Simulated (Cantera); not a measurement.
# Chlorosilane synthesis and conversion: Si + Cl2 + H2

Feed: 1 mol Si, 0.52 mol Cl2, 1.8 mol H2, equilibrated at 1225 K and 8250 Torr.

Method: chemical equilibrium by Gibbs-energy minimisation in Cantera with the NASA 1993 tables (ideal gas, pure condensed phases). Candidate condensed phases: Si; 19 gas species. The tables' values for SiCl3 are old estimates; treat these amounts as uncertain. The numbers say what is thermodynamically allowed, not how fast it happens.

```yaml
x(H2): 0.830
x(SiHCl3): 0.0651
x(SiCl4): 0.0642
x(HCl): 0.0255
x(SiH2Cl2): 0.00882
x(SiCl3): 0.00394
x(SiCl2): 0.00192
x(SiH3Cl): 0.000329
x(SiH4): 5.16e-6
n(Si(s)): 0.706 mol
gas_amount: 2.034 mol
```
